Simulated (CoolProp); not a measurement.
Ammonia at several states: density (kg/m³) from the reference equation and from simpler models built on Tc = 132.4 °C, pc = 11.36 MPa, ω = 0.256; each cubic takes its own stable root.

Computed with CoolProp (reference Helmholtz-energy equation of state, Gao 2020).

| T (°C) | p (MPa) | phase | reference | van der Waals | Soave-Redlich-Kwong | Peng-Robinson |
|---|---|---|---|---|---|---|
| 406.35 | 2.07 | gas | 6.295 | 6.327 | 6.276 | 6.298 |
| 83.05 | 5.58 | liquid | 502.2 | 43.24 | 383.5 | 434.8 |
| 313.45 | 0.284 | gas | 0.9940 | 0.9945 | 0.9936 | 0.9942 |
| -36.75 | 2.26 | liquid | 686.9 | 358.9 | 543.8 | 613.3 |
| 15.25 | 0.0114 | gas | 0.08107 | 0.08102 | 0.08105 | 0.08105 |

At some of these states van der Waals gives the other phase, because its saturation line lies elsewhere.
